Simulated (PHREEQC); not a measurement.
Copper plating or etch bath: speciation

Solution (25 °C): 16 mmol/kgw CuSO4, 8.8 mmol/kgw HCl and 0.076 mmol/kgw KCl. Closed to the air; pH follows from the charge balance.

Computed with PHREEQC (ion-association model, phreeqc.dat).

```json
{
 "pH": "2.27",
 "ionic_strength": "0.0493 mol/kgw",
 "specific_conductance": "4620 µS/cm",
 "total_alkalinity": "-8.80 meq/kg"
}
```

| species | molality | activity | log γ |
|---|---|---|---|
| Cu+2 | 0.0113 | 0.00548 | -0.315 |
| SO4-2 | 0.00887 | 0.00411 | -0.334 |
| Cl- | 0.00875 | 0.00713 | -0.089 |
| H+ | 0.00622 | 0.00531 | -0.068 |
| CuSO4 | 0.00455 | 0.00460 | 0.005 |
| HSO4- | 0.00258 | 0.00212 | -0.085 |
| CuCl+ | 0.000129 | 0.000105 | -0.088 |
| K+ | 7.39e-5 | 6.01e-5 | -0.089 |
| KSO4- | 2.09e-6 | 1.74e-6 | -0.081 |
| CuCl2 | 3.98e-7 | 4.03e-7 | 0.005 |
| CuOH+ | 1.26e-8 | 1.03e-8 | -0.088 |

No solid was allowed to form.
